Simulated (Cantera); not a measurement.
An isothermal, constant-pressure homogeneous reactor starts with CH4 : H2O : H2 = 1 : 0.41 : 0.18 (molar parts), at 1325 K and 10.0 bar.

Model: GRI-Mech 3.0 (53 species, 325 reactions), integrated in Cantera. GRI-Mech 3.0 stops at C3 and has no aromatics, soot or wall deposition, so with more carbon than oxygen in the feed, carbon stays in small species such as C2H2 where larger ones or solid carbon would form.

Predict: x(CH4) at 40.0 s; x(H2O) at 40.0 s; x(H2) at 40.0 s; x(CH2O) at 40.0 s; x(CO) at 40.0 s.


```json
{
 "x(CH4) at 40.0 s": "0.519 (gas-phase equilibrium 0.244)",
 "x(H2O) at 40.0 s": "0.231 (gas-phase equilibrium 0.000655)",
 "x(H2) at 40.0 s": "0.208 (gas-phase equilibrium 0.585)",
 "x(CH2O) at 40.0 s": "1.83e-7 (gas-phase equilibrium 4.60e-7)",
 "x(CO) at 40.0 s": "0.00621 (gas-phase equilibrium 0.169)"
}
```
